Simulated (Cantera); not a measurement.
Input (Python, Cantera) and output of one run.

```python
import numpy as np
import cantera as ct

gas_names = """
    CL CL2 H HCL H2 N NH NH2 NH3 N2 N2H2 N2H4 Si SiCL SiCL2 SiCL3 SiCL4 SiH SiHCL3 SiH2 SiH2CL2 SiH3
    SiH3CL SiH4 SiN Si2 Si2N Si3
""".split()
cond_names = """
    NH4CL(a) NH4CL(b) Si(cr) Si(L) Si3N4(a)
""".split()


# ... load() reads the species with a 1 bar reference pressure and builds the phases ...
atoms = {
    'SiHCl3': {'Si': 1, 'H': 1, 'CL': 3},
    'NH3': {'N': 1, 'H': 3},
    'N2': {'N': 2},
}
top_T = {'Si3N4(a)': 2400}  # K; cautious upper limits of use, not melting points


# ... equilibrate(T, P, feed) seeds the gas with the atoms and calls Mixture.equilibrate('TP', solver="vcs", rtol=1e-11, max_steps=5000) ...
results = []
feed = {'SiHCl3': 1, 'NH3': 0.45, 'N2': 4}  # mol
P = 62  # Pa
for T in [825, 1025, 1225, 1425, 1625, 1825, 2025]:
    mix = equilibrate(T, P, feed)
    results.append((T, P, feed, dict(zip(mix.species_names, mix.species_moles))))

top = {s: max(r[3][s] / sum(r[3][g] for g in gas_names) for r in results) for s in gas_names}
cols = sorted((s for s in top if top[s] > 0.0001), key=lambda s: -top[s])[:6]
seen = [c for c in cond_names if any(r[3].get(c, 0) > 1e-12 for r in results)]
print("log10 of partial pressures in bar; condensed amounts in mol")
print(f"{'T/K':>10s}" + "".join(f"{s[:9]:>10s}" for s in cols + seen))
for T, P, feed, n in results:
    ng = sum(n[g] for g in gas_names)
    print(f"{T:10.4g}" + "".join(f"{np.log10(max(n[s] / ng * P / 1e5, 1e-99)):10.3f}" for s in cols)
          + "".join(f"{n.get(c, 0):10.4g}" for c in seen))
```

Result:

```
log10 of partial pressures in bar; condensed amounts in mol
       T/K        N2       HCL     SiCL2        H2     SiCL4        CL  Si3N4(a)
       825    -3.413    -3.819   -10.907    -4.362    -4.418   -12.730    0.2079
      1025    -3.417    -3.775    -7.438    -4.456    -4.472    -9.943    0.2213
      1225    -3.420    -3.764    -5.167    -4.504    -4.603    -8.084    0.2115
      1425    -3.423    -3.939    -4.152    -4.298    -5.902    -7.043   0.05551
      1625    -3.421    -4.055    -4.053    -4.213    -7.434    -6.204         0
      1825    -3.424    -4.056    -4.062    -4.228    -8.447    -5.416         0
      2025    -3.441    -4.039    -4.146    -4.316    -9.217    -4.726         0
```

Cantera equilibrium calculation (NASA polynomials, part measured and part estimated; ideal gas, pure solids and liquids). The tables' values for SiCl3, SiCl, SiN are old estimates; treat these amounts as uncertain.
